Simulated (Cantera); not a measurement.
Cantera run, input and output.

```python
import numpy as np
import cantera as ct

gas = ct.Solution("gri30.yaml")
gas.TPX = 900, 520, {'H2': 0.037, 'O2': 1}
reactor = ct.IdealGasConstPressureReactor(gas, energy="off", clone=False)
net = ct.ReactorNet([reactor])
net.rtol, net.atol = 1e-08, 1e-18
show = ['H2', 'O2', 'H', 'O', 'HO2', 'H2O']
times = np.geomspace(0.0007, 200, 9)

steps = ct.SolutionArray(gas, extra=["t"])
rows = []
print(f"{'t/s':>10s}{'T/K':>9s}{'P/Pa':>11s}" + "".join(f"{s:>11s}" for s in show))
for t in times:
    while net.time < t:
        t_next = net.step()
        steps.append(gas.state, t=t_next)
    rows.append([np.interp(t, steps.t, y) for y in (steps.T, steps.P, *steps(*show).X.T)])
    print(f"{t:10.3e}{rows[-1][0]:9.1f}{rows[-1][1]:11.4g}" + "".join(f"{x:11.3e}" for x in rows[-1][2:]))
rate = np.gradient(steps.T, steps.t)
print("integrator steps:", len(steps.t))
if steps.T.max() > steps.T[0] + 200:
    print(f"time of steepest temperature rise: {steps.t[rate.argmax()]:.4e} s")
gas.TPX = 900, 520, {'H2': 0.037, 'O2': 1}
gas.equilibrate("TP")
print(f"equilibrium (TP): T = {gas.T:.1f} K  " + "  ".join(f"{s} {gas[s].X[0]:.3e}" for s in show))
```

Result:

```
       t/s      T/K       P/Pa         H2         O2          H          O        HO2        H2O
 7.000e-04    900.0        520  3.568e-02  9.643e-01  3.412e-12  1.586e-12  4.373e-12  6.793e-13
 3.366e-03    900.0        520  3.568e-02  9.643e-01  2.566e-11  3.525e-11  2.163e-11  4.074e-11
 1.618e-02    900.0        520  3.568e-02  9.643e-01  2.865e-08  4.740e-08  1.245e-09  7.710e-08
 7.782e-02    900.0        520  9.247e-04  9.515e-01  5.339e-03  9.436e-03  3.433e-06  3.196e-02
 3.742e-01    900.0        520  5.234e-05  9.626e-01  1.073e-04  1.002e-03  1.474e-06  3.611e-02
 1.799e+00    900.0        520  2.229e-06  9.636e-01  1.051e-06  4.760e-05  2.770e-07  3.631e-02
 8.651e+00    900.0        520  1.011e-07  9.637e-01  1.513e-08  2.790e-06  3.120e-08  3.632e-02
 4.159e+01    900.0        520  7.649e-09  9.637e-01  4.759e-10  2.776e-07  3.828e-09  3.633e-02
 2.000e+02    900.0        520  9.696e-10  9.637e-01  2.609e-11  4.013e-08  6.046e-10  3.633e-02
integrator steps: 1817
equilibrium (TP): T = 900.0 K  H2 1.652e-12  O2 9.637e-01  H 2.097e-15  O 7.378e-11  HO2 7.994e-11  H2O 3.633e-02
```

Computed with Cantera and GRI-Mech 3.0 (53 species, 325 reactions). Radical loss at walls, strong at low pressure, is not modelled. Below about 950 K walls govern HO2 and H2O2 in real vessels. The temperature is held fixed by assumption; the heat of reaction is taken as removed at once.
